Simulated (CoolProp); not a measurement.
Vapour-liquid equilibrium of CH2F2 (R32) (1) + R152A (2) at 232.6 K; x and y are mole fractions of (1).

Values from CoolProp's multi-fluid Helmholtz-energy mixture model, Tillner-Roth 1997 and Outcalt 1996; pair parameters Bell 2016.

Q: Give the bubble pressure and the first vapour's composition at x = 0.05, 0.275, 0.725. Is there an azeotrope?

A: x = 0.05: 0.05266 MPa, y = 0.169; x = 0.275: 0.08212 MPa, y = 0.584; x = 0.725: 0.1384 MPa, y = 0.900. No azeotrope shows between x = 0.05 and 0.95.

The pair parameters rest on a limited set of measurements; away from them the model extrapolates.
